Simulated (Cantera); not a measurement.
**Stirred combustor or abatement burner**

A perfectly stirred reactor is fed with CH4 : H2 : O2 : N2 = 1 : 0.049 : 1.56 : 17.1 (molar parts), equivalence ratio 1.3, at 1.40 bar; it is adiabatic with a 773 K inlet, and is followed from long to short residence time, starting on the burning branch (τ in s: 0.077, 0.032, 0.013, 0.0054, 0.0022, 0.00091, 0.00037, 0.00015, 6.3e-05, 2.6e-05).

Model: GRI-Mech 3.0 (53 species, 325 reactions), integrated in Cantera.

```json
[
 {"τ (s)": "0.077", "T (K)": "1568", "x CH4": "0.00223", "x H2": "0.0153", "x O2": "0.00201", "x HCN": "3.21e-6", "x N2O": "7.09e-9", "x CH2CO": "2.96e-5", "x C2H": "7.28e-9"},
 {"τ (s)": "0.032", "T (K)": "1549", "x CH4": "0.00248", "x H2": "0.0152", "x O2": "0.00342", "x HCN": "2.85e-6", "x N2O": "1.20e-8", "x CH2CO": "3.79e-5", "x C2H": "8.20e-9"},
 {"τ (s)": "0.013", "T (K)": "1503", "x CH4": "0.00342", "x H2": "0.0150", "x O2": "0.00704", "x HCN": "1.27e-6", "x N2O": "2.19e-8", "x CH2CO": "6.07e-5", "x C2H": "6.18e-9"},
 {"τ (s)": "0.0054", "T (K)": "773", "x CH4": "0.0507", "x H2": "0.00249", "x O2": "0.0792", "x HCN": "<1e-12", "x N2O": "<1e-12", "x CH2CO": "<1e-12", "x C2H": "<1e-12"},
 {"τ (s)": "0.0022", "T (K)": "773", "x CH4": "0.0507", "x H2": "0.00249", "x O2": "0.0792", "x HCN": "<1e-12", "x N2O": "<1e-12", "x CH2CO": "<1e-12", "x C2H": "<1e-12"},
 {"τ (s)": "0.00091", "T (K)": "773", "x CH4": "0.0507", "x H2": "0.00249", "x O2": "0.0792", "x HCN": "<1e-12", "x N2O": "<1e-12", "x CH2CO": "<1e-12", "x C2H": "<1e-12"},
 {"τ (s)": "0.00037", "T (K)": "773", "x CH4": "0.0507", "x H2": "0.00249", "x O2": "0.0792", "x HCN": "<1e-12", "x N2O": "<1e-12", "x CH2CO": "<1e-12", "x C2H": "<1e-12"},
 {"τ (s)": "0.00015", "T (K)": "773", "x CH4": "0.0507", "x H2": "0.00249", "x O2": "0.0792", "x HCN": "<1e-12", "x N2O": "<1e-12", "x CH2CO": "<1e-12", "x C2H": "<1e-12"},
 {"τ (s)": "6.3e-5", "T (K)": "773", "x CH4": "0.0507", "x H2": "0.00249", "x O2": "0.0792", "x HCN": "<1e-12", "x N2O": "<1e-12", "x CH2CO": "<1e-12", "x C2H": "<1e-12"},
 {"τ (s)": "2.6e-5", "T (K)": "773", "x CH4": "0.0507", "x H2": "0.00249", "x O2": "0.0792", "x HCN": "<1e-12", "x N2O": "<1e-12", "x CH2CO": "<1e-12", "x C2H": "<1e-12"}
]
```
x: mole fraction; the columns are a selection and need not sum to one.
